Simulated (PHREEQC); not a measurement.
# Geothermal or formation water

A made-up water analysis in mmol/kgw, 45 °C, pH 7.82:

| constituent | mmol/kgw |
|---|---|
| Na | 136 |
| K | 3.32 |
| Ca | 3.06 |
| Mg | 27.9 |
| Cl | 537 |
| S(6) | 8.29 |
| Alkalinity (meq/kgw) | 0.0162 |
| Sr | 0.525 |

Valence states are taken as typed.

Equilibrium calculation in PHREEQC: Pitzer model, pitzer.dat.

Precipitation was switched off in this run.

Estimate the activity of water, specific conductance.

activity of water 0.988; specific conductance 55300 µS/cm.

In which forms is C present?

HCO3- 93 %, MgCO3 2.8 %, CO3-2 2.4 %, CO2 1.7 % of the C.

Complexes and solids missing from the database can't appear. Constants without temperature data keep their 25 °C values here.
